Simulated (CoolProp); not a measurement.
CF4 (R14) at 298.15 K and 6.85 MPa flows at 7.1 m/s in a round tube of 2 mm bore and 1.5 µm roughness, fully developed (64/Re and Nu = 3.66 if laminar; Colebrook and Gnielinski if turbulent). Each further row changes one setting.

Model: reference Helmholtz-energy equation of state, Platzer 1990, in CoolProp. This equation is an older, rougher fit; its heat capacities, sound speeds and derivatives of the liquid may be far off and weren't checked against measurements.

```json
[
 {"case": "as stated", "Reynolds number": "186000", "Darcy friction factor": "0.0201", "pressure drop (Pa/m)": "80900", "heat-transfer coefficient (W/(m² K))": "5290", "mass flow (kg/h)": "25.6"},
 {"case": "velocity 14.2 m/s", "Reynolds number": "373000", "Darcy friction factor": "0.0193", "pressure drop (Pa/m)": "311000", "heat-transfer coefficient (W/(m² K))": "10200", "mass flow (kg/h)": "51.3"},
 {"case": "diameter 4 mm", "Reynolds number": "373000", "Darcy friction factor": "0.0172", "pressure drop (Pa/m)": "34500", "heat-transfer coefficient (W/(m² K))": "4550", "mass flow (kg/h)": "103"}
]
```

Viscosity comes from a separate model (Huber 2003), an estimate that may be off by 10 % or more. Thermal conductivity comes from a separate model (Huber 2003), an estimate that may be off by 10 % or more.
